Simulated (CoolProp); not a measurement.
Values from CoolProp's reference Helmholtz-energy equation of state, Lemmon 2006. It is a short technical equation, of lower accuracy than the large ones.

Task: For isopentane, give the phase and the density (kg/m³), cp (kJ/(kg K)), speed of sound (m/s), expansivity (1/kK) at 348.9 K and 7.64 MPa; 449.6 K and 7.64 MPa.

Result: 
- 348.9 K and 7.64 MPa: liquid; density 575, cp 2.50, speed of sound 817, expansivity 1.81
- 449.6 K and 7.64 MPa: liquid; density 445, cp 3.17, speed of sound 416, expansivity 3.79
